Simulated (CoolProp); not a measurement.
Carbon monoxide at 298.15 K and 1.71 MPa is throttled through a valve to 0.459 MPa with no heat exchange. Each further row changes one setting.

The numbers come from the reference Helmholtz-energy equation of state, Lemmon 2006 in CoolProp. It is a short technical equation, of lower accuracy than the large ones.

```tsv
case	temperature change (K)	final density (kg/m³)
as stated	(withheld)	(withheld)
outlet pressure 0.138 MPa	-3.9	1.58
outlet pressure 0.597 MPa	-2.7	(withheld)
```

Problem. Fill in the missing entries.

Solution. 
- as stated, temperature change (K): -3.1
- as stated, final density (kg/m³): 5.25
- outlet pressure 0.597 MPa, final density (kg/m³): 6.82
